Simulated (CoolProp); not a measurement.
Vapour pressure (kPa) of the fluoroketone C6F12O (FK-5-1-12): the reference equation beside estimates from Tc = 168.7 °C, pc = 1869 kPa, ω = 0.471. Clausius-Clapeyron is anchored at 48.85 °C with a constant enthalpy of vaporisation of 27.81 kJ/mol.

Model: reference Helmholtz-energy equation of state, McLinden 2015, in CoolProp.

```csv
T (°C),reference,Clausius-Clapeyron,van der Waals,Redlich-Kwong,Soave-Redlich-Kwong,Peng-Robinson
-0.95,11.85,15.04,188.9,50.27,11.91,12.36
15.65,26.82,30.48,261.7,89.17,26.82,27.39
32.25,54.33,57.20,351.3,?,54.29,54.77
48.85,100.6,100.6,458.8,227.7,100.7,100.7
65.45,173.2,167.4,585.7,?,173.8,172.7
82.15,281.4,266.4,734.0,477.0,?,280.6
98.75,433.7,405.6,902.9,?,438.6,433.3
115.35,641.7,595.6,1094,868.6,650.9,643.1
131.95,918.1,847.7,1309,1127,932.6,?
148.65,1282,1175,1549,1434,1299,1291
```

Task: Complete the blanks.

Result: 
- 32.25, Redlich-Kwong: 146.8
- 65.45, Redlich-Kwong: 336.0
- 82.15, Soave-Redlich-Kwong: 283.5
- 98.75, Redlich-Kwong: 653.0
- 131.95, Peng-Robinson: 923.0

Absolute difference from the reference over all 10 rows, mean and median: Clausius-Clapeyron 8.4 and 6.8 %, van der Waals 391.4 and 199.5 %, Redlich-Kwong 113.7 and 81.8 %, Soave-Redlich-Kwong 0.7 and 0.6 %, Peng-Robinson 0.9 and 0.4 %.
